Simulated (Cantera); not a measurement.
An adiabatic, constant-volume homogeneous reactor starts with CH4 : O2 : N2 = 1 : 2.44 : 9.17 (molar parts), equivalence ratio 0.82, at 1800 K and 1.30 bar. Integrator tolerance rtol = 1e-08.

Computed with Cantera and GRI-Mech 3.0 (53 species, 325 reactions).

Q: What does this change do: pressure from 1.30 bar to 1.00 bar?

A: 
| quantity | before | after |
|---|---|---|
| time of steepest temperature rise | 83.4 µs | 0.106 ms |
| temperature at 2.00 s | 2941 K | 2917 K |
| equilibrium temperature | 2941 K | 2917 K |
| x(CH4) at 2.00 s | <1e-12 (gas-phase equilibrium <1e-12) | <1e-12 (gas-phase equilibrium <1e-12) |
| x(O2) at 2.00 s | 0.0393 (gas-phase equilibrium 0.0393) | 0.0398 (gas-phase equilibrium 0.0398) |
| x(H2O2) at 2.00 s | 5.50e-7 (gas-phase equilibrium 5.50e-7) | 4.61e-7 (gas-phase equilibrium 4.61e-7) |
| x(H2O) at 2.00 s | 0.118 (gas-phase equilibrium 0.118) | 0.116 (gas-phase equilibrium 0.116) |
| x(HCO) at 2.00 s | 6.97e-8 (gas-phase equilibrium 6.97e-8) | 5.98e-8 (gas-phase equilibrium 5.98e-8) |

Q: What does this change do: pressure from 1.30 bar to 25.0 bar?

A: 
```tsv
quantity	before	after
time of steepest temperature rise	83.4 µs	7.10 µs
temperature at 2.00 s	2941 K	3199 K
equilibrium temperature	2941 K	3199 K
x(CH4) at 2.00 s	<1e-12 (gas-phase equilibrium <1e-12)	<1e-12 (gas-phase equilibrium <1e-12)
x(O2) at 2.00 s	0.0393 (gas-phase equilibrium 0.0393)	0.0331 (gas-phase equilibrium 0.0331)
x(H2O2) at 2.00 s	5.50e-7 (gas-phase equilibrium 5.50e-7)	3.72e-6 (gas-phase equilibrium 3.72e-6)
x(H2O) at 2.00 s	0.118 (gas-phase equilibrium 0.118)	0.132 (gas-phase equilibrium 0.132)
x(HCO) at 2.00 s	6.97e-8 (gas-phase equilibrium 6.97e-8)	3.06e-7 (gas-phase equilibrium 3.06e-7)
```
The pressure lies above the range GRI-Mech 3.0 was tuned for (to about 10 atm). Above 3000 K some thermodynamic fits are extrapolated.
